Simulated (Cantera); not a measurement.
A Cantera script and its output.

```python
import numpy as np
import cantera as ct

surf = ct.Interface("diamond.yaml", "diamond_100")
gas, bulk = surf.adjacent["gas"], surf.adjacent["diamond"]
k = surf.kinetics_species_index(bulk.species_names[0])
cover = ["c6HH", "c6H*", "c6*H", "c6**", "c6HM", "c6B"]

rows, drift = [], 0.0
print(f"{'xH':>10s}{'um/h':>11s}" + "".join(f"{s:>11s}" for s in cover))
for v in [0.0001, 0.0002, 0.0004, 0.00079, 0.0016, 0.0031, 0.0063, 0.013, 0.025]:
    T, P, xH, xCH3 = 900, 4300, v, 0.00083
    gas.TPX = T, P, {"H": xH, "CH3": xCH3, "CH4": 0.0023, "H2": 1 - xH - xCH3 - 0.0023}
    surf.TP = bulk.TP = T, P
    surf.coverages = "c6H*:0.1, c6HH:0.9"
    surf.advance_coverages(100.0)
    before = surf.coverages
    surf.advance_coverages(100.0)
    drift = max(drift, np.max(np.abs(surf.coverages - before) / (surf.coverages + 1e-9)))
    rate = surf.net_production_rates[k] * bulk.mean_molecular_weight / bulk.density * 3.6e9
    rows.append([rate, *surf[cover].coverages])
    print(f"{v:10.4g}{rate:11.4e}" + "".join(f"{x:11.3e}" for x in rows[-1][1:]))
```

Result:

```
        xH       um/h       c6HH       c6H*       c6*H       c6**       c6HM        c6B
    0.0001 1.0804e+00  1.119e-01  1.458e-03  4.082e-02  1.817e-04  6.806e-01  2.932e-09
    0.0002 1.9558e+00  1.677e-01  2.330e-03  6.525e-02  4.483e-04  6.150e-01  5.307e-09
    0.0004 3.3106e+00  2.488e-01  3.594e-03  1.006e-01  9.492e-04  5.197e-01  8.983e-09
   0.00079 5.0609e+00  3.493e-01  5.156e-03  1.443e-01  1.669e-03  4.018e-01  1.373e-08
    0.0016 7.0012e+00  4.580e-01  6.849e-03  1.916e-01  2.510e-03  2.742e-01  1.900e-08
    0.0031 8.5600e+00  5.444e-01  8.200e-03  2.291e-01  3.204e-03  1.730e-01  2.323e-08
    0.0063 9.7398e+00  6.093e-01  9.232e-03  2.573e-01  3.736e-03  9.680e-02  2.643e-08
     0.013 1.0463e+01  6.489e-01  9.899e-03  2.744e-01  4.066e-03  5.038e-02  2.839e-08
     0.025 1.0828e+01  6.688e-01  1.030e-02  2.830e-01  4.240e-03  2.711e-02  2.938e-08
```

Model: the Harris–Goodwin 1993 mechanism for the reconstructed diamond (100) surface, integrated in Cantera.
